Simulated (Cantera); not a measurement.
A closed system holds: 1 mol SiCl₄, 0.065 mol C₂H₄, 7 mol H₂, equilibrated at 15.0 Torr.

Equilibrium computed with Cantera from the NASA thermochemical tables; the gas is ideal and each condensed phase is pure. Candidate condensed phases: C, C₆H₆, C₇H₈, C₈H₁₈, Si, SiC; 109 gas species. The tables' values for SiCl, SiCl₃ are old estimates; treat these amounts as uncertain. Gases not in the tables: Si₂H₆ and higher silanes. Rates play no part. All values below are at 2448 K.

Base state: H₂ 0.511, HCl 0.257, H 0.101, SiCl₂ 0.0431, Cl 0.0359, Si 0.0347, SiCl 0.00893, SiC₂ 0.00309 (mole fractions); condensed: gas only.

Q: What changes in the equilibrium state with this change: C₂H₄ from 0.065 to 0.015 mol?

A: 
| species | before | after |
|---|---|---|
| H₂ | 0.511 | 0.512 |
| HCl | 0.257 | 0.255 |
| H | 0.101 | 0.101 |
| SiCl₂ | 0.0431 | 0.0461 |
| Si | 0.0347 | 0.0376 |
| SiC₂ | 0.00309 | 0.000529 |
| Cl | 0.0359 | 0.0356 |
| C₂H | 2.23e-5 | 3.53e-6 |
| C₂H₂ (acetylene) | 0.00177 | 0.000280 |
| Si₂C | 0.00281 | 0.00131 |
| Si₂ | 0.000186 | 0.000218 |
